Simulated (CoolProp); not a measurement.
n-hexane at 484.5 K and 0.789 MPa flows at 20 m/s in a round tube of 6 mm bore and 0.25 µm roughness, fully developed (64/Re and Nu = 3.66 if laminar; Colebrook and Gnielinski if turbulent). Each further row changes one setting.

Computed with CoolProp (reference Helmholtz-energy equation of state, Thol 2019).

| case | Reynolds number | Darcy friction factor | pressure drop (Pa/m) | heat-transfer coefficient (W/(m² K)) | mass flow (kg/h) |
|---|---|---|---|---|---|
| as stated | 214000 | 0.0158 | 10100 | 2080 | 38.9 |
| velocity 40 m/s | 427000 | 0.0141 | 35800 | 3700 | 77.8 |
| diameter 12 mm | 427000 | 0.0138 | 4400 | 1820 | 156 |

Viscosity comes from a separate model (Michailidou 2013). Thermal conductivity comes from a separate model (Assael 2013).
